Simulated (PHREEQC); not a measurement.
Make-up at 60 °C: 0.00065 mol/kgw Li2CO3. Closed to the air; pH follows from the charge balance.

All values are PHREEQC results (Pitzer model, pitzer.dat), not measurements.

- pH = 9.67
- ionic strength = 0.00148 mol/kgw
- specific conductance = 350 µS/cm
- osmotic coefficient = 0.981
- total alkalinity = 1.30 meq/kg

| species | molality | activity | log γ |
|---|---|---|---|
| Li+ | 0.00130 | 0.00124 | -0.020 |
| OH- | 0.000472 | 0.000450 | -0.020 |
| HCO3- | 0.000472 | 0.000450 | -0.020 |
| CO3-2 | 0.000178 | 0.000147 | -0.083 |
| CO2 | 1.84e-7 | 1.84e-7 | 0.000 |

No solid was allowed to form. At this temperature some constants are extrapolated from 25 °C, and those without enthalpy data are left unchanged.
